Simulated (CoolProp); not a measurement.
The numbers come from the reference Helmholtz-energy equation of state, Akasaka 2023 in CoolProp.

Problem. For R1224YDZ, give the phase and the speed of sound (m/s), Joule-Thomson coefficient (K/MPa), expansivity (1/kK) at 396 K and 2.91 MPa; 288.8 K and 14.3 MPa.

Solution. 
- 396 K and 2.91 MPa: liquid; speed of sound 274, Joule-Thomson coefficient 0.708, expansivity 5.24
- 288.8 K and 14.3 MPa: liquid; speed of sound 742, Joule-Thomson coefficient -0.341, expansivity 1.61
